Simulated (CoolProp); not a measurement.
A closed Brayton cycle with nitrogen: compressor inlet 333.15 K and 2.3 MPa, high pressure 5.04 MPa, turbine inlet 625 K, compressor efficiency 0.89, turbine efficiency 0.85, recuperator effectiveness 0.8 (on enthalpy, no pinch check). Each further row changes one setting.

Values from CoolProp's reference Helmholtz-energy equation of state, Span 2000.

```
case                           thermal efficiency (%)  net work (kJ/kg)  compressor to turbine work  compressor exit (K)  turbine exit (K)
-----------------------------  ----------------------  ----------------  --------------------------  -------------------  ----------------
as stated                                        10.5              14.1                        0.87                427.8             520.6
turbine inlet 575 K                               4.3              4.95                        0.95                427.8             478.1
compressor inlet 343.15 K                         8.4              11.1                        0.90                440.5             520.6
high pressure 4.28 MPa                           12.4              15.1                        0.83                406.3             540.7
recuperator effectiveness 0.5                     8.6              14.1                        0.87                427.8             520.6
```
